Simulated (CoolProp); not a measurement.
Values from CoolProp's reference Helmholtz-energy equation of state, Lemmon 2006. It is a short technical equation, of lower accuracy than the large ones.

### Question
Give the vapour pressure (kPa), vapour density (kg/m³), enthalpy of vaporisation (kJ/kg) of saturated nitrous oxide at 241.3, 243.6 K.

### Answer
```tsv
T (K)	p (kPa)	vapour density (kg/m³)	enthalpy of vaporisation (kJ/kg)
241.3	1240	32.1	298
243.6	1340	34.6	294
```
